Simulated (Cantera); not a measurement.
# Thermodynamics of calcination and drying, feed MgSO4 + CO2 + O2 + H2O

A closed system holds: 1 mol MgSO4, 1.4 mol CO2, 5.7 mol O2, 6.5 mol H2O, equilibrated at 648.15 K and 0.100 bar.

These are equilibrium values from Cantera (NASA tables, ideal gas, pure condensed phases), not measurements of a reactor. Candidate condensed phases: C, C6H6, C7H8, C8H18, H2O, H2SO4, Mg, MgCO3, MgO, Mg(OH)2, MgS, MgSO4, S; 130 gas species. Kinetics and transport are ignored.

```json
{
 "x(H2O)": "0.478",
 "x(O2)": "0.419",
 "x(CO2)": "0.103",
 "n(MgSO4(s))": "1.00 mol",
 "gas_amount": "13.60 mol",
 "log10 activity of MgCO3(s) (absent)": "-1.62",
 "log10 activity of H2SO4(l) (absent)": "-14.64",
 "log10 activity of C(graphite) (absent)": "-32.46"
}
```
